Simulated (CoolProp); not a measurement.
Vapour-liquid equilibrium of n-butane (1) + R113 (2) at 257.4 K; x and y are mole fractions of (1).

Computed with CoolProp (multi-fluid Helmholtz-energy mixture model, Bücker 2006 and Marx 1992; pair parameters Bell 2016).

Problem. Give the bubble pressure and the first vapour's composition at x = 0.35, 0.65, 0.95. Is there an azeotrope?

Solution. x = 0.35: 0.02728 MPa, y = 0.832; x = 0.65: 0.04016 MPa, y = 0.929; x = 0.95: 0.05235 MPa, y = 0.990. No azeotrope shows between x = 0.05 and 0.95.

Pair parameters are fitted to limited data, so mixtures are less certain than the pure fluids.
